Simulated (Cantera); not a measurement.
Predominance diagram of Na at 925 K against the partial pressures of O2 and SO2 (log10, bar). Source: NASA polynomial tables (part measured, part estimated), evaluated in Cantera. Candidates: Na(l), Na2O(s), Na2O2(s), Na2S(s), Na2SO4(s). Only these pure phases compete in this equilibrium. Not in the tables: pyrosulfates.

```
log p(SO2) \ log p(O2)
        columns: -38, -36.1, -34.2, -32.3, -30.4, -28.5, -26.6, -24.7, -22.8, -20.9, -19, -17.1, -15.2, -13.3, -11.4, -9.5, -7.6, -5.7, -3.8, -1.9, 0
      1  A A A A A A A A A A A A B B B B B B B B A
   -0.4  A A A A A A A A A A A B B B B B B B B B B
   -1.8  A A A A A A A A A A A B B B B B B B B B B
   -3.2  A A A A A A A A A A B B B B B B B B B B B
   -4.6  A A A A A A A A A C B B B B B B B B B B B
     -6  A A A A A A A A A C B B B B B B B B B B B
   -7.4  A A A A A A A A C C B B B B B B B B B B B
   -8.8  A A A A A A A C C C B B B B B B B B B B B
  -10.2  A A A A A A C C C C B B B B B B B B B B B
  -11.6  A A A A A A C C C C B B B B B B B B B B B
    -13  A A A A A C C C C C B B B B B B B B B B B
```

A: out of reach (another gas would pass 10 bar, or a non-metal would condense); B: Na2SO4(s); C: Na2S(s).
